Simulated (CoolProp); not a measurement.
Properties of n-octane along the isotherm 620 K (Tc = 568.7 K, pc = 2484 kPa, ω = 0.398).

The numbers come from the reference Helmholtz-energy equation of state, Beckmüller 2019 in CoolProp.

| p (kPa) | phase | speed of sound (m/s) | Joule-Thomson coefficient (K/MPa) | isothermal compressibility (1/MPa) | expansivity (1/kK) | viscosity (µPa s) |
|---|---|---|---|---|---|---|
| 11.8 | gas | 214.9 | 5.980 | 84.85 | 1.620 | 11.6 |
| 19.9 | gas | 214.7 | 5.986 | 50.36 | 1.625 | 11.6 |
| 33.6 | gas | 214.4 | 5.996 | 29.87 | 1.634 | 11.6 |
| 56.6 | gas | 213.9 | 6.014 | 17.78 | 1.649 | 11.7 |
| 95.6 | gas | 213.0 | 6.044 | 10.57 | 1.674 | 11.7 |
| 161 | gas | 211.6 | 6.096 | 6.322 | 1.718 | 11.7 |
| 272 | gas | 209.1 | 6.187 | 3.790 | 1.796 | 11.7 |
| 459 | gas | 204.9 | 6.347 | 2.297 | 1.938 | 11.7 |
| 775 | gas | ___ | 6.645 | ___ | 2.215 | 11.9 |
| 1310 | gas | ___ | ___ | 0.9076 | ___ | 12.2 |
| 2210 | gas | 160.6 | 8.576 | ___ | 4.603 | ___ |
| 3730 | supercritical | 119.1 | 11.01 | ___ | 14.32 | 20.1 |

### Question
What belongs in the gaps?

### Answer

- 775, speed of sound (m/s): 197.6
- 775, isothermal compressibility (1/MPa): 1.417
- 1310, speed of sound (m/s): 184.5
- 1310, Joule-Thomson coefficient (K/MPa): 7.237
- 1310, expansivity (1/kK): 2.830
- 2210, isothermal compressibility (1/MPa): 0.6414
- 2210, viscosity (µPa s): 13.4
- 3730, isothermal compressibility (1/MPa): 0.6003

Viscosity comes from a separate model (Huber 2004).
